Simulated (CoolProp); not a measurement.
Vapour-liquid equilibrium of CH2F2 (R32) (1) + n-butane (2) at 304.8 K; x and y are mole fractions of (1).

Computed with CoolProp (multi-fluid Helmholtz-energy mixture model, Tillner-Roth 1997 and Bücker 2006; pair parameters Bell 2016).

### Question
Give the bubble pressure and the first vapour's composition at x = 0.2, 0.5, 0.8. Is there an azeotrope?

### Answer
x = 0.2: 1267 kPa, y = 0.749; x = 0.5: 1718 kPa, y = 0.823; x = 0.8: 1925 kPa, y = 0.880. No azeotrope shows between x = 0.05 and 0.95.

Pair parameters are fitted to limited data, so mixtures are less certain than the pure fluids. With so large a gap from Raoult's law the liquid may split in two, which this calculation doesn't test in full.
